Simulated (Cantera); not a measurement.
Charge: 1 mol Mg(OH)2, 0.3 mol H2, 9 mol H2O, equilibrated at 1750 °C and 0.0440 bar.

Equilibrium computed with Cantera from the NASA thermochemical tables; the gas is ideal and each condensed phase is pure. Candidate condensed phases: H2O, Mg, MgO, Mg(OH)2; 15 gas species. The numbers say what is thermodynamically allowed, not how fast it happens.

Base state: H2O 0.956, H2 0.0347, OH 0.00484, O2 0.00202, H 0.00169, O 0.000171, Mg(OH)2 4.51e-5, Mg 1.74e-5 (mole fractions); condensed: MgO(s).

What changes in the equilibrium state with this change: pressure from 0.0440 bar to 0.00133 bar?


```csv
species,before,after
H2O,0.956,0.883
H2,0.0347,0.0649
OH,0.00484,0.0188
O2,0.00202,0.0163
H,0.00169,0.0133
Mg,1.74e-5,0.00116
MgO,7.34e-7,2.42e-5
O,0.000171,0.00278
"MgO(s), mol",0.999,0.986
```

What changes in the equilibrium state with this change: temperature from 1750 °C to 1477 °C?


```csv
species,before,after
H2O,0.956,0.970
H2,0.0347,0.0293
OH,0.00484,0.000369
Mg(OH)2,4.51e-5,3.84e-6
Mg,1.74e-5,1.72e-7
O,0.000171,1.88e-6
"MgO(s), mol",0.999,1.000
```

What changes in the equilibrium state with this change: temperature from 1750 °C to 1277 °C?


```json
[
 {"species": "H2O", "before": "0.956", "after": "0.971"},
 {"species": "H2", "before": "0.0347", "after": "0.0291"},
 {"species": "OH", "before": "0.00484", "after": "2.87e-5"},
 {"species": "Mg(OH)2", "before": "4.51e-5", "after": "3.55e-7"},
 {"species": "O", "before": "0.000171", "after": "2.14e-8"},
 {"species": "Mg", "before": "1.74e-5", "after": "2.39e-9"},
 {"species": "MgO(s), mol", "before": "0.999", "after": "1.000"}
]
```
